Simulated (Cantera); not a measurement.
A Cantera script and its output.

```python
import numpy as np
import cantera as ct

gas = ct.Solution("gri30.yaml", transport_model="multicomponent")
show = ['C2H2', 'CH3', 'OH']

rows = []
print(f"{'T/K':>7s}{'rho':>11s}{'cp':>10s}{'mu':>11s}{'lambda':>11s}{'Pr':>7s}" + "".join(f"{'D_' + s:>11s}" for s in show))
for T in [400, 550, 700, 850, 1000, 1150, 1300, 1450]:
    gas.TPX = T, 500000, {'CO2': 0.66, 'N2O': 0.45}
    Pr = gas.cp_mass * gas.viscosity / gas.thermal_conductivity
    D = [gas.mix_diff_coeffs_mole[gas.species_index(s)] for s in show]
    rows.append([gas.density, gas.cp_mass, gas.viscosity, gas.thermal_conductivity, Pr, *D])
    print(f"{T:7g}{gas.density:11.4e}{gas.cp_mass:10.1f}{gas.viscosity:11.4e}"
          f"{gas.thermal_conductivity:11.4e}{Pr:7.3f}" + "".join(f"{d:11.4e}" for d in D))
print("SI units: kg/m3, J/kg/K, Pa s, W/m/K, m2/s")
```

Result:

```
    T/K        rho        cp         mu     lambda     Pr     D_C2H2      D_CH3       D_OH
    400 6.6166e+00     951.1 1.9632e-05 2.5265e-02  0.739 4.2801e-06 5.9635e-06 8.3875e-06
    550 4.8121e+00    1057.4 2.5771e-05 3.6902e-02  0.738 7.6753e-06 1.0572e-05 1.4647e-05
    700 3.7809e+00    1136.3 3.1188e-05 4.8058e-02  0.737 1.1796e-05 1.6134e-05 2.2159e-05
    850 3.1137e+00    1196.2 3.6087e-05 5.8625e-02  0.736 1.6566e-05 2.2555e-05 3.0809e-05
   1000 2.6466e+00    1242.6 4.0595e-05 6.8609e-02  0.735 2.1934e-05 2.9769e-05 4.0517e-05
   1150 2.3014e+00    1275.7 4.4798e-05 7.7852e-02  0.734 2.7859e-05 3.7726e-05 5.1220e-05
   1300 2.0359e+00    1303.2 4.8757e-05 8.6679e-02  0.733 3.4311e-05 4.6389e-05 6.2871e-05
   1450 1.8253e+00    1325.9 5.2515e-05 9.5108e-02  0.732 4.1265e-05 5.5724e-05 7.5428e-05
SI units: kg/m3, J/kg/K, Pa s, W/m/K, m2/s
```

Model: GRI-Mech 3.0 (53 species, 325 reactions), integrated in Cantera. The composition is frozen, though it would react at the higher temperatures.
